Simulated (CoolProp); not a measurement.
Values from CoolProp's reference Helmholtz-energy equation of state, Guder 2009.

**Question.** For sulfur hexafluoride, give the phase and the conductivity (mW/(m K)), fugacity coefficient at 344.9 K and 626 kPa; 344.9 K and 1040 kPa; 344.9 K and 1460 kPa.

**Answer.** 
- 344.9 K and 626 kPa: gas; conductivity 16.9, fugacity coefficient 0.958
- 344.9 K and 1040 kPa: gas; conductivity 17.2, fugacity coefficient 0.930
- 344.9 K and 1460 kPa: gas; conductivity 17.6, fugacity coefficient 0.902

Thermal conductivity comes from a separate model (Assael 2012).
